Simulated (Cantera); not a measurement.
A Cantera script and what it prints.

```python
import numpy as np
import cantera as ct

gas_names = """
    N NO NO2 NO3 N2 N2O O O2 O3 Ta TaO TaO2
""".split()
cond_names = """
    Ta(cr) Ta(L) Ta2O5(s) Ta2O5(L)
""".split()


# ... load() reads the species with a 1 bar reference pressure and builds the phases ...
atoms = {
    'Ta': {'Ta': 1},
    'N2O': {'N': 2, 'O': 1},
    'N2': {'N': 2},
}
top_T = {}  # K; cautious upper limits of use, not melting points


# ... equilibrate(T, P, feed) seeds the gas with the atoms and calls Mixture.equilibrate('TP', solver="vcs", rtol=1e-11, max_steps=5000) ...
results = []
feed = {'Ta': 1, 'N2O': 17, 'N2': 10}  # mol
P = 133.322  # Pa
for T in [1275, 1375, 1475, 1575, 1675, 1775, 1875, 1975, 2075, 2175, 2275, 2375, 2475]:
    mix = equilibrate(T, P, feed)
    results.append((T, P, feed, dict(zip(mix.species_names, mix.species_moles))))

top = {s: max(r[3][s] / sum(r[3][g] for g in gas_names) for r in results) for s in gas_names}
cols = sorted((s for s in top if top[s] > 0.001), key=lambda s: -top[s])[:6]
seen = [c for c in cond_names if any(r[3].get(c, 0) > 1e-12 for r in results)]
print("log10 of partial pressures in bar; condensed amounts in mol")
print(f"{'T/K':>10s}" + "".join(f"{s[:9]:>10s}" for s in cols + seen))
for T, P, feed, n in results:
    ng = sum(n[g] for g in gas_names)
    print(f"{T:10.4g}" + "".join(f"{np.log10(max(n[s] / ng * P / 1e5, 1e-99)):10.3f}" for s in cols)
          + "".join(f"{n.get(c, 0):10.4g}" for c in seen))
```

Result:

```
log10 of partial pressures in bar; condensed amounts in mol
       T/K        N2        O2         O      TaO2        NO  Ta2O5(s)  Ta2O5(L)
      1275    -2.978    -3.550    -8.727   -19.956    -6.348       0.5         0
      1375    -2.979    -3.550    -7.971   -17.580    -6.076       0.5         0
      1475    -2.979    -3.551    -7.317   -15.533    -5.840       0.5         0
      1575    -2.979    -3.551    -6.746   -13.754    -5.635       0.5         0
      1675    -2.979    -3.553    -6.243   -12.192    -5.455       0.5         0
      1775    -2.980    -3.555    -5.796   -10.812    -5.295       0.5         0
      1875    -2.981    -3.559    -5.398    -9.583    -5.154       0.5         0
      1975    -2.982    -3.565    -5.042    -8.482    -5.029       0.5         0
      2075    -2.984    -3.577    -4.722    -7.503    -4.919         0    0.4996
      2175    -2.988    -3.598    -4.437    -6.675    -4.826         0    0.4972
      2275    -2.993    -3.632    -4.184    -5.921    -4.749         0    0.4842
      2375    -3.003    -3.686    -3.963    -5.230    -4.693         0    0.4207
      2475    -3.023    -3.770    -3.778    -4.591    -4.663         0    0.1395
```

Equilibrium computed with Cantera from the NASA thermochemical tables; the gas is ideal and each condensed phase is pure.
